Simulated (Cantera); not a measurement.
Input: 1 mol SiO2, 7.8 mol C, 5.8 mol N2, at 14.0 Pa.

Method: chemical equilibrium by Gibbs-energy minimisation in Cantera with the NASA 1993 tables (ideal gas, pure condensed phases). Candidate condensed phases: C, Si, SiC, SiO2, Si2N2O, Si3N4; 34 gas species. The numbers say what is thermodynamically allowed, not how fast it happens.

### Question
At 1523 K, list the 3 most abundant gas species with their mole fractions, and the condensed phases.

### Answer
N2 0.744, CO 0.256, SiO 0.000551. Condensed: C(graphite) + SiC(s).
